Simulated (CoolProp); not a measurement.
Computed with CoolProp (reference Helmholtz-energy equation of state, Zhou 2012).

For ethylbenzene, give the phase and the isothermal compressibility (1/MPa), conductivity (mW/(m K)), fugacity coefficient at 499.2 K and 662 kPa; 499.2 K and 9060 kPa.


- 499.2 K and 662 kPa: gas; isothermal compressibility 1.85, conductivity 29.5, fugacity coefficient 0.866
- 499.2 K and 9060 kPa: liquid; isothermal compressibility 0.00384, conductivity 91.7, fugacity coefficient 0.0903

Thermal conductivity comes from a separate model (Mylona 2014).
